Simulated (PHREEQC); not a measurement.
A solution holds 30 mmol/kgw H3PO4, 3.9 mmol/kgw K2HPO4 and 0.14 mmol/kgw ZnSO4, at 25 °C. It is in equilibrium with CO2 at log p = -3.4 (atm). Otherwise closed; pH follows from the charge balance.

Computed with PHREEQC (ion-association model, wateq4f.dat).

```
quantity                       before     after
----------------------------  -------  --------
pH                               2.10      9.40
ionic strength (mol/kgw)       0.0172     0.133
H2PO4- (mol/kgw)               0.0167   9.10e-5
SO4-2 (mol/kgw)               8.90e-5  0.000115
ZnSO4 (mol/kgw)               1.06e-6  3.21e-11
HPO4-2 (mol/kgw)              1.91e-7    0.0317
SI of Goslarite (ZnSO4:7H2O)    -6.38    -10.90
SI of Zincite(c) (ZnO)         -11.01     -0.79
```

### Question
What was changed between the two runs?
A) K2HPO4 left out
B) H3PO4 left out
C) diluted 10-fold with water
D) K2HPO4 replaced by K2SiO3 at the same molality
E) H3PO4 replaced by K3PO4 at the same molality

### Answer
E, H3PO4 replaced by K3PO4 at the same molality

Precipitation was switched off in this run. H3PO4, which wateq4f.dat lacks, is added to it with the constant of phreeqc.dat. The database has no phosphate complexes of Zn. The database's zinc carbonate complexes are estimates, stronger than later reviews accept.
